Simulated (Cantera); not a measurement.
## Premixed flame

A freely propagating, adiabatic, planar premixed flame of H2 : O2 : N2 = 1 : 0.23 : 1.17 (molar parts), equivalence ratio 2.2, unburnt at 323 K and 0.118 atm; mixture-averaged transport, grid criteria slope 0.08 and curve 0.16, no radiation.

Model: the H2/O2 subset of GRI-Mech 3.0, which has no nitrogen chemistry, integrated in Cantera. Burning velocities carry a grid error of a few per cent, more on coarse grids.

```csv
z (mm),T (K),u (m/s),x H2,x O2,x OH,x HO2,x O,x H
-18.3,323,2.00,0.417,0.0958,<1e-8,<1e-8,<1e-8,<1e-8
-12.2,323,2.00,0.417,0.0958,<1e-8,<1e-8,<1e-8,<1e-8
-9.17,323,2.00,0.417,0.0958,<1e-8,<1e-8,<1e-8,<1e-8
-6.11,323,2.00,0.417,0.0958,<1e-8,<1e-8,<1e-8,<1e-8
-3.06,338,2.08,0.414,0.0961,2.55e-5,7.02e-5,2.05e-6,3.03e-5
-1.53,588,3.55,0.383,0.0892,0.000370,3.69e-5,1.00e-4,0.00710
0,947,5.57,0.296,0.0599,0.000610,1.12e-5,0.00156,0.0440
1.53,1173,6.87,0.214,0.0127,0.00108,2.17e-6,0.00167,0.0785
3.06,1259,7.35,0.200,0.00137,0.000962,2.19e-7,0.000545,0.0807
6.11,1342,7.79,0.204,0.000194,0.00111,2.83e-8,0.000366,0.0713
12.2,1434,8.27,0.212,0.000142,0.00127,1.90e-8,0.000314,0.0586
24.4,1527,8.75,0.220,1.00e-4,0.00131,1.27e-8,0.000231,0.0452
48.9,1611,9.17,0.228,5.93e-5,0.00120,<1e-8,0.000143,0.0327
```
x: mole fraction of selected species; z is measured from the peak of heat release.

- laminar burning velocity = 200 cm/s
- thermal thickness = 6.11 mm
- peak x(OH) = 0.00132
- peak x(HO2) = 9.37e-5
- peak x(O) = 0.00224
- peak x(H) = 0.0818
